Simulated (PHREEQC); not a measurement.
A solution holds 0.013 mol FeSO4, 0.075 mol MgSO4 and 0.0053 mol H2SO4 per kg of water, at 5 °C. Closed to the air; pH follows from the charge balance.

Computed with PHREEQC (ion-association model, phreeqc.dat).

Question: The ionic strength comes out as 0.215 mol/kgw. What activity coefficients do FeHSO4+, Mg+2, Fe+2, HSO4-, H+ get?

Answer: FeHSO4+ 0.75, Mg+2 0.35, Fe+2 0.33, HSO4- 0.75, H+ 0.80.

No solid was allowed to form. Complexes and solids missing from the database can't appear. Away from 25 °C the constants follow the database's enthalpies or fits; those with neither stay at their 25 °C values.
